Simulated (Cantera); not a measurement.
Cantera run:

```python
import numpy as np
import cantera as ct

gas_names = """
    CL CL2 H HCL H2 Si SiCL SiCL2 SiCL3 SiCL4 SiH SiHCL3 SiH2 SiH2CL2 SiH3 SiH3CL SiH4 Si2 Si3
""".split()
cond_names = """
    Si(cr) Si(L)
""".split()


# ... load() reads the species with a 1 bar reference pressure and builds the phases ...
atoms = {
    'SiCl4': {'Si': 1, 'CL': 4},
    'H2': {'H': 2},
    'HCl': {'H': 1, 'CL': 1},
}
top_T = {}  # K; cautious upper limits of use, not melting points


# ... equilibrate(T, P, feed) seeds the gas with the atoms and calls Mixture.equilibrate('TP', solver="vcs", rtol=1e-11, max_steps=5000) ...
results = []
feed = {'SiCl4': 1, 'H2': 1.3, 'HCl': 3.9}  # mol
P = 20000  # Pa
for T in [875, 925, 975, 1025, 1075, 1125, 1175, 1225, 1275, 1325, 1375]:
    mix = equilibrate(T, P, feed)
    results.append((T, P, feed, dict(zip(mix.species_names, mix.species_moles))))

top = {s: max(r[3][s] / sum(r[3][g] for g in gas_names) for r in results) for s in gas_names}
cols = sorted((s for s in top if top[s] > 1e-06), key=lambda s: -top[s])[:9]
seen = [c for c in cond_names if any(r[3].get(c, 0) > 1e-12 for r in results)]
print("log10 of partial pressures in bar; condensed amounts in mol")
print(f"{'T/K':>10s}" + "".join(f"{s[:9]:>10s}" for s in cols + seen))
for T, P, feed, n in results:
    ng = sum(n[g] for g in gas_names)
    print(f"{T:10.4g}" + "".join(f"{np.log10(max(n[s] / ng * P / 1e5, 1e-99)):10.3f}" for s in cols)
          + "".join(f"{n.get(c, 0):10.4g}" for c in seen))
```

Output:

```
log10 of partial pressures in bar; condensed amounts in mol
       T/K       HCL        H2     SiCL4     SiCL3    SiHCL3     SiCL2        CL   SiH2CL2         H
       875    -0.900    -1.378    -1.492    -6.499    -4.629    -9.744   -10.516    -8.805   -10.988
       925    -0.900    -1.378    -1.492    -5.933    -4.409    -8.776    -9.812    -8.335   -10.273
       975    -0.900    -1.378    -1.492    -5.427    -4.213    -7.909    -9.179    -7.914    -9.631
      1025    -0.900    -1.378    -1.493    -4.971    -4.037    -7.130    -8.607    -7.536    -9.050
      1075    -0.900    -1.379    -1.494    -4.559    -3.878    -6.426    -8.088    -7.195    -8.523
      1125    -0.899    -1.380    -1.495    -4.186    -3.735    -5.786    -7.613    -6.887    -8.042
      1175    -0.899    -1.381    -1.497    -3.846    -3.606    -5.205    -7.179    -6.608    -7.602
      1225    -0.898    -1.383    -1.500    -3.537    -3.491    -4.675    -6.778    -6.355    -7.198
      1275    -0.897    -1.386    -1.506    -3.256    -3.389    -4.193    -6.408    -6.130    -6.825
      1325    -0.895    -1.391    -1.516    -3.004    -3.302    -3.757    -6.063    -5.932    -6.482
      1375    -0.892    -1.400    -1.532    -2.781    -3.235    -3.367    -5.740    -5.766    -6.165
```

Method: chemical equilibrium by Gibbs-energy minimisation in Cantera with the NASA 1993 tables (ideal gas, pure condensed phases). The tables' values for SiCl3 are old estimates; treat these amounts as uncertain.
